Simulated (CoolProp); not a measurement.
Vapour-liquid equilibrium of CHF3 (R23) (1) + R11 (2) at 256.6 K; x and y are mole fractions of (1).

Computed with CoolProp (multi-fluid Helmholtz-energy mixture model, Penoncello 2003 and Jacobsen 1992; pair parameters Bell 2016).

Problem. Give the bubble pressure and the first vapour's composition at x = 0.05, 0.35, 0.55. Is there an azeotrope?

Solution. x = 0.05: 2.260 bar, y = 0.915; x = 0.35: 10.44 bar, y = 0.980; x = 0.55: 11.92 bar, y = 0.983. No azeotrope shows between x = 0.05 and 0.95.

Pair parameters are fitted to limited data, so mixtures are less certain than the pure fluids. The gap from Raoult's law changes sign with composition, which may be real or a fault of the pair parameters; it wasn't checked against measurements. With so large a gap from Raoult's law the liquid may split in two, which this calculation doesn't test in full.
